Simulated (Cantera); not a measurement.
Charge: 1 mol AlN, 0.82 mol N2, held at 1.30 Pa.

These are equilibrium values from Cantera (NASA tables, ideal gas, pure condensed phases), not measurements of a reactor. Candidate condensed phases: Al, AlN; 5 gas species. The numbers say what is thermodynamically allowed, not how fast it happens. All values below are at 2225 K.

Base state: N2 0.569, Al 0.431 (mole fractions); condensed: gas only.

Question: What changes in the equilibrium state with this change: AlN replaced by MgO?

Answer: 
```
species  before    after
-------  ------  -------
Mg            0    0.380
N2        0.569    0.310
O             0    0.233
Al        0.431        0
O2            0   0.0708
NO            0  0.00486
MgO           0  0.00111
```
Further candidate phases: Mg, MgO.
